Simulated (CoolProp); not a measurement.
Vapour-liquid equilibrium of R125 (1) + dimethyl ether (2) at 0.186 MPa; x and y are mole fractions of (1).

Computed with CoolProp (multi-fluid Helmholtz-energy mixture model, Lemmon 2005 and Wu 2011; pair parameters Bell 2016).

| x | bubble temperature (°C) | y at the bubble point | dew temperature at overall composition x (°C) | liquid density (mol/L) |
|---|---|---|---|---|
| 0.05 | -10.5 | 0.073 | -10.3 | 15.32 |
| 0.15 | -12.1 | 0.220 | -11.3 | 14.95 |
| 0.25 | -13.9 | 0.367 | -12.4 | 14.60 |
| 0.35 | -16.1 | 0.509 | -13.7 | 14.27 |
| 0.45 | -18.6 | 0.640 | -15.1 | 13.95 |
| 0.55 | -21.5 | 0.756 | -16.8 | 13.64 |
| 0.65 | -24.7 | 0.849 | -18.8 | 13.34 |
| 0.75 | -27.9 | 0.917 | -21.4 | 13.04 |
| 0.85 | -31.0 | 0.964 | -24.8 | 12.72 |
| 0.95 | -33.7 | 0.991 | -30.0 | 12.38 |

No azeotrope shows between x = 0.05 and 0.95.

Pair parameters are fitted to limited data, so mixtures are less certain than the pure fluids.
